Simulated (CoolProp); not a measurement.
Saturation properties of R124.

The numbers come from the reference Helmholtz-energy equation of state, de Vries 1995 in CoolProp.

```
T (K)  p (bar)  liquid density (kg/m³)  vapour Z  surface tension (mN/m)  vapour viscosity (µPa s)  liquid conductivity (mW/(m K))
-----  -------  ----------------------  --------  ----------------------  ------------------------  ------------------------------
193.9  0.01798                    1660    0.9977                    23.1                      8.28                             106
203.2  0.03805                    1636    0.9960                    21.8                      8.69                             103
212.5  0.07450                    1611    0.9934                    20.6                      9.10                            99.5
221.8   0.1364                    1586    0.9897                    19.3                      9.51                            96.2
231.1   0.2358                    1560    0.9847                    18.1                      9.92                            92.9
240.4   0.3877                    1534    0.9781                    16.9                      10.3                            89.6
249.7   0.6100                    1507    0.9698                    15.7                      10.7                            86.3
259     0.9237                    1480    0.9595                    14.5                      11.2                            83.0
268.4    1.358                    1452    0.9470                    13.3                      11.6                            79.8
277.7    1.929                    1423    0.9324                    12.1                      12.0                            76.6
287      2.671                    1393    0.9154                    11.0                      12.4                            73.5
296.3    3.613                    1362    0.8958                    9.88                      12.9                            70.4
305.6    4.787                    1329    0.8735                    8.78                      13.3                            67.4
314.9    6.228                    1295    0.8484                    7.70                      13.8                            64.6
324.2    7.971                    1259    0.8201                    6.65                      14.3                            61.8
```

It boils at 261.2 K under 1 atm.

Viscosity comes from a separate model (Bell 2016), an estimate that may be off by 10 % or more. Thermal conductivity comes from a separate model (Huber 2003), an estimate that may be off by 10 % or more. Surface tension comes from a separate correlation (Mulero 2012).
